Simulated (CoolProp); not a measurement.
Properties of n-perfluorobutane along the isobar 73 bar (Tc = 113.2 °C, pc = 23.22 bar, ω = 0.372).

Model: reference Helmholtz-energy equation of state, Gao 2022, in CoolProp.

```json
[
 {"T (°C)": "0.25", "phase": "liquid", "cp (kJ/(kg K))": "1.092", "cv (kJ/(kg K))": "0.8592", "expansivity (1/kK)": "1.973", "fugacity coefficient": "0.02310"},
 {"T (°C)": "6.15", "phase": "liquid", "cp (kJ/(kg K))": "1.098", "cv (kJ/(kg K))": "0.8654", "expansivity (1/kK)": "2.008", "fugacity coefficient": "0.02855"},
 {"T (°C)": "11.95", "phase": "liquid", "cp (kJ/(kg K))": "1.104", "cv (kJ/(kg K))": "0.8713", "expansivity (1/kK)": "2.047", "fugacity coefficient": "0.03475"},
 {"T (°C)": "17.75", "phase": "liquid", "cp (kJ/(kg K))": "1.110", "cv (kJ/(kg K))": "0.8771", "expansivity (1/kK)": "2.090", "fugacity coefficient": "0.04185"},
 {"T (°C)": "23.65", "phase": "liquid", "cp (kJ/(kg K))": "1.116", "cv (kJ/(kg K))": "0.8827", "expansivity (1/kK)": "2.139", "fugacity coefficient": "0.05002"},
 {"T (°C)": "29.45", "phase": "liquid", "cp (kJ/(kg K))": "1.123", "cv (kJ/(kg K))": "0.8881", "expansivity (1/kK)": "2.193", "fugacity coefficient": "0.05905"},
 {"T (°C)": "35.25", "phase": "liquid", "cp (kJ/(kg K))": "1.129", "cv (kJ/(kg K))": "0.8933", "expansivity (1/kK)": "2.254", "fugacity coefficient": "0.06909"},
 {"T (°C)": "41.15", "phase": "liquid", "cp (kJ/(kg K))": "1.135", "cv (kJ/(kg K))": "0.8985", "expansivity (1/kK)": "2.322", "fugacity coefficient": "0.08036"},
 {"T (°C)": "46.95", "phase": "liquid", "cp (kJ/(kg K))": "1.142", "cv (kJ/(kg K))": "0.9034", "expansivity (1/kK)": "2.396", "fugacity coefficient": "0.09250"},
 {"T (°C)": "52.75", "phase": "liquid", "cp (kJ/(kg K))": "1.149", "cv (kJ/(kg K))": "0.9083", "expansivity (1/kK)": "2.479", "fugacity coefficient": "0.1057"},
 {"T (°C)": "58.55", "phase": "liquid", "cp (kJ/(kg K))": "1.156", "cv (kJ/(kg K))": "0.9129", "expansivity (1/kK)": "2.571", "fugacity coefficient": "0.1199"},
 {"T (°C)": "64.45", "phase": "liquid", "cp (kJ/(kg K))": "1.163", "cv (kJ/(kg K))": "0.9176", "expansivity (1/kK)": "2.675", "fugacity coefficient": "0.1355"},
 {"T (°C)": "70.25", "phase": "liquid", "cp (kJ/(kg K))": "1.170", "cv (kJ/(kg K))": "0.9220", "expansivity (1/kK)": "2.789", "fugacity coefficient": "0.1517"},
 {"T (°C)": "76.05", "phase": "liquid", "cp (kJ/(kg K))": "1.178", "cv (kJ/(kg K))": "0.9263", "expansivity (1/kK)": "2.916", "fugacity coefficient": "0.1690"},
 {"T (°C)": "81.95", "phase": "liquid", "cp (kJ/(kg K))": "1.186", "cv (kJ/(kg K))": "0.9306", "expansivity (1/kK)": "3.059", "fugacity coefficient": "0.1875"},
 {"T (°C)": "87.75", "phase": "liquid", "cp (kJ/(kg K))": "1.194", "cv (kJ/(kg K))": "0.9348", "expansivity (1/kK)": "3.216", "fugacity coefficient": "0.2065"}
]
```
